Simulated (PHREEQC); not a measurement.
2.2 g of hydrous ferric oxide (600 m²/g; 0.2 weak and 0.005 strong sites per Fe, Dzombak-Morel constants, diffuse double layer) in 1 kg of water with 0.1 mol/kgw of an inert sodium salt and 0.012 mol CuSO4 and 3.1e-05 mol Ag2SO4, at 25 °C; the pH is set by adding NaOH or the inert anion's acid. O2 is buffered at 0.21 atm. No CO2 enters from the air. No solid was allowed to form.

All values are PHREEQC results (ion-association model, wateq4f.dat), not measurements.

```json
[
 {"pH": "3", "S sorbed (%)": "17.5", "Cu sorbed (%)": "0.2", "Ag sorbed (%)": "0.0"},
 {"pH": "3.67", "S sorbed (%)": "17.4", "Cu sorbed (%)": "1.2", "Ag sorbed (%)": "0.0"},
 {"pH": "4.33", "S sorbed (%)": "17.0", "Cu sorbed (%)": "6.9", "Ag sorbed (%)": "0.0"},
 {"pH": "5", "S sorbed (%)": "14.5", "Cu sorbed (%)": "23.4", "Ag sorbed (%)": "0.0"},
 {"pH": "5.67", "S sorbed (%)": "10.3", "Cu sorbed (%)": "31.4", "Ag sorbed (%)": "0.0"},
 {"pH": "6.33", "S sorbed (%)": "8.3", "Cu sorbed (%)": "33.7", "Ag sorbed (%)": "0.0"},
 {"pH": "7", "S sorbed (%)": "7.8", "Cu sorbed (%)": "34.2", "Ag sorbed (%)": "0.1"},
 {"pH": "7.67", "S sorbed (%)": "7.8", "Cu sorbed (%)": "(withheld)", "Ag sorbed (%)": "0.4"},
 {"pH": "8.33", "S sorbed (%)": "7.4", "Cu sorbed (%)": "32.4", "Ag sorbed (%)": "3.0"},
 {"pH": "9", "S sorbed (%)": "3.8", "Cu sorbed (%)": "28.3", "Ag sorbed (%)": "21.2"},
 {"pH": "9.67", "S sorbed (%)": "(withheld)", "Cu sorbed (%)": "23.8", "Ag sorbed (%)": "(withheld)"},
 {"pH": "10.33", "S sorbed (%)": "0.0", "Cu sorbed (%)": "21.4", "Ag sorbed (%)": "87.5"},
 {"pH": "11", "S sorbed (%)": "0.0", "Cu sorbed (%)": "19.6", "Ag sorbed (%)": "96.9"}
]
```

Fill in the missing entries.


- 7.67, Cu sorbed (%): 33.9
- 9.67, S sorbed (%): 0.5
- 9.67, Ag sorbed (%): 60.4

Along this series the solution becomes supersaturated in solids that the run did not let form, among them Cu(OH)2, Brochantite, Antlerite. The database's constant for dissolved Cu(OH)2 is higher than later reviews accept. The oxide is taken as insoluble; below pH 4 it would dissolve.
